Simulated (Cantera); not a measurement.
Ignition delay

Mixture: 14.9 % CH4, 13.5 % O2, 71.6 % N2, at 0.602 atm, adiabatic and at constant volume. Ignition delay is the time to a rise of 400 K.

Detailed kinetics in Cantera: GRI-Mech 3.0 (53 species, 325 reactions).

| T0 (K) | delay (ms) |
|---|---|
| 1200 | 138 |
| 1275 | 47.5 |
| 1350 | 17.5 |
| 1425 | 6.89 |
| 1500 | 2.93 |
| 1575 | 1.36 |
| 1650 | 0.690 |
| 1725 | 0.381 |
| 1800 | 0.226 |
| 1875 | 0.142 |

```yaml
apparent activation energy between 1725 and 1875 K: 180 kJ/mol
```
